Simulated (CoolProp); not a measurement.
Saturation properties of R1132(E) (Tc = 348.8 K, pc = 5.174 MPa, ω = 0.245).

Computed with CoolProp (reference Helmholtz-energy equation of state, Akasaka 2024).

| T (K) | p (MPa) | liquid density (kg/m³) | enthalpy of vaporisation (kJ/kg) | liquid cp (kJ/(kg K)) |
|---|---|---|---|---|
| 248 | 0.3419 | 1074 | 280.8 | 1.671 |
| 256.1 | 0.4621 | 1052 | 271.8 | 1.688 |
| 264.2 | 0.6117 | 1029 | 262.3 | 1.712 |
| 272.3 | 0.7949 | [?] | [?] | 1.743 |
| 280.4 | 1.016 | 979.2 | 241.5 | 1.783 |
| 288.5 | 1.280 | 951.9 | 229.9 | 1.835 |
| 296.6 | 1.592 | 922.4 | 217.2 | 1.904 |
| 304.7 | [?] | 890.2 | 203.2 | 1.997 |
| 312.8 | [?] | 854.5 | 187.4 | [?] |
| 320.8 | 2.860 | 814.5 | 169.6 | [?] |
| 328.9 | 3.419 | 767.0 | [?] | 2.647 |
| 337 | [?] | 707.4 | 121.1 | 3.378 |

Problem. What belongs in the gaps?

Solution. 
- 272.3, liquid density (kg/m³): 1005
- 272.3, enthalpy of vaporisation (kJ/kg): 252.2
- 304.7, p (MPa): 1.956
- 312.8, p (MPa): 2.379
- 312.8, liquid cp (kJ/(kg K)): 2.127
- 320.8, liquid cp (kJ/(kg K)): 2.318
- 328.9, enthalpy of vaporisation (kJ/kg): 148.2
- 337, p (MPa): 4.058
